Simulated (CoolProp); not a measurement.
Computed with CoolProp (reference Helmholtz-energy equation of state, Tillner-Roth 1997).

For CH2F2 (R32), give the phase and the Z, fugacity coefficient at -61.65 °C and 4600 kPa; -38.35 °C and 4600 kPa; -14.95 °C and 4600 kPa.


- -61.65 °C and 4600 kPa: liquid; Z 0.109, fugacity coefficient 0.0139
- -38.35 °C and 4600 kPa: liquid; Z 0.103, fugacity coefficient 0.0432
- -14.95 °C and 4600 kPa: liquid; Z 0.0999, fugacity coefficient 0.104
